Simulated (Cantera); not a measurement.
A Cantera script and its output.

```python
import numpy as np
import cantera as ct

gas = ct.Solution("gri30.yaml", transport_model="mixture-averaged")
show = ['NO', 'CH4', 'H2']

rows = []
print(f"{'T/K':>7s}{'rho':>11s}{'cp':>10s}{'mu':>11s}{'lambda':>11s}{'Pr':>7s}" + "".join(f"{'D_' + s:>11s}" for s in show))
for T in [400, 500, 600, 700, 800, 900]:
    gas.TPX = T, 500000, {'CH3OH': 0.77}
    Pr = gas.cp_mass * gas.viscosity / gas.thermal_conductivity
    D = [gas.mix_diff_coeffs_mole[gas.species_index(s)] for s in show]
    rows.append([gas.density, gas.cp_mass, gas.viscosity, gas.thermal_conductivity, Pr, *D])
    print(f"{T:7g}{gas.density:11.4e}{gas.cp_mass:10.1f}{gas.viscosity:11.4e}"
          f"{gas.thermal_conductivity:11.4e}{Pr:7.3f}" + "".join(f"{d:11.4e}" for d in D))
print("SI units: kg/m3, J/kg/K, Pa s, W/m/K, m2/s")
```

It prints:

```
    T/K        rho        cp         mu     lambda     Pr       D_NO      D_CH4       D_H2
    400 4.8172e+00    1604.1 1.3101e-05 2.8202e-02  0.745 5.2715e-06 5.7121e-06 2.1417e-05
    500 3.8538e+00    1857.8 1.6447e-05 4.1126e-02  0.743 7.9428e-06 8.6836e-06 3.1676e-05
    600 3.2115e+00    2101.4 1.9689e-05 5.5467e-02  0.746 1.1023e-05 1.2131e-05 4.3403e-05
    700 2.7527e+00    2314.0 2.2798e-05 7.0521e-02  0.748 1.4481e-05 1.6015e-05 5.6494e-05
    800 2.4086e+00    2490.7 2.5767e-05 8.5885e-02  0.747 1.8290e-05 2.0305e-05 7.0871e-05
    900 2.1410e+00    2642.8 2.8601e-05 1.0132e-01  0.746 2.2431e-05 2.4977e-05 8.6471e-05
SI units: kg/m3, J/kg/K, Pa s, W/m/K, m2/s
```

Model: GRI-Mech 3.0 (53 species, 325 reactions), integrated in Cantera. Polar gases are described roughly by these parameters.
